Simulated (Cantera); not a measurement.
## Hydrocarbon pyrolysis for carbon deposition

A perfectly stirred reactor is fed with 41.7 % C₃H₈, 58.3 % H₂, at 1.20 Torr; it is held at 1798 K, and followed from long to short residence time.

Detailed kinetics in Cantera: GRI-Mech 3.0 (53 species, 325 reactions). GRI-Mech 3.0 was tuned for natural gas; its chemistry of propane as a main component is partial and can be far from experiment. GRI-Mech 3.0 stops at C3 and has no aromatics, soot or wall deposition, so with more carbon than oxygen in the feed, carbon stays in small species such as C2H2 where larger ones or solid carbon would form. Radical loss at walls, strong at low pressure, is not modelled.

| τ (s) | x C₃H₈ | x H₂ | x C₂H₆ | x H | x CH₂ |
|---|---|---|---|---|---|
| 13 | 6.17e-6 | 0.708 | 1.18e-6 | 0.00385 | 5.74e-6 |
| 3.6 | 2.29e-5 | 0.698 | 4.54e-6 | 0.00375 | 8.81e-6 |
| 1.0 | 8.17e-5 | 0.681 | 1.57e-5 | 0.00392 | 1.35e-5 |
| 0.29 | 0.000277 | 0.655 | 4.82e-5 | 0.00422 | 2.00e-5 |
| 0.081 | 0.000976 | 0.617 | 0.000142 | 0.00460 | 2.99e-5 |
| 0.023 | 0.00343 | 0.568 | 0.000384 | 0.00499 | 4.50e-5 |
| 0.0064 | 0.0125 | 0.514 | 0.00101 | 0.00527 | 6.96e-5 |
| 0.0018 | 0.0463 | 0.475 | 0.00251 | 0.00487 | 0.000104 |
| 0.00051 | 0.158 | 0.493 | 0.00403 | 0.00313 | 0.000112 |
| 0.00014 | 0.325 | 0.551 | 0.00186 | 0.00129 | 4.40e-5 |
x: mole fraction; the columns are a selection and need not sum to one.
